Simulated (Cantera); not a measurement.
Charge: 1 mol SiH2Cl2, 250 mol H2, 1 mol HCl, held at 100000 Pa.

Cantera equilibrium calculation (NASA polynomials, part measured and part estimated; ideal gas, pure solids and liquids). Candidate condensed phases: Si; 19 gas species. The tables' values for SiCl3 are old estimates; treat these amounts as uncertain. The numbers say what is thermodynamically allowed, not how fast it happens.

x: gas mole fraction; n: condensed amount in mol.

```
T (K)   x H2       x HCl    x SiHCl3     x SiCl4     n Si(s)
-----  -----  ----------  ----------  ----------  ----------
850    0.996    0.000862     0.00203     0.00106       0.130
900    0.995     0.00148     0.00190    0.000996       0.177
950    0.995     0.00238     0.00172    0.000898       0.243
1000   0.994     0.00356     0.00150    0.000763       0.332
1050   0.993     0.00501     0.00123    0.000596       0.441
1100   0.992  (withheld)  (withheld)  (withheld)  (withheld)
1150   0.991  (withheld)  (withheld)  (withheld)  (withheld)
1200   0.990     0.00934    0.000375    0.000130       0.766
1250   0.989      0.0101    0.000205     5.91e-5       0.827
1300   0.989      0.0106    0.000107     2.51e-5       0.862
1350   0.989      0.0108     5.50e-5     1.05e-5       0.879
1400   0.989      0.0109     2.89e-5     4.51e-6       0.887
1450   0.989      0.0110     1.57e-5     2.01e-6       0.890
1500   0.989      0.0110     8.78e-6     9.41e-7       0.890
```

Task: What belongs in the gaps?

Result: 
- 1150, x HCl: 0.00812
- 1150, x SiHCl3: 0.000623
- 1150, x SiCl4: 0.000252
- 1150, n Si(s): 0.674
- 1100, x HCl: 0.00660
- 1100, x SiHCl3: 0.000922
- 1100, x SiCl4: 0.000416
- 1100, n Si(s): 0.560
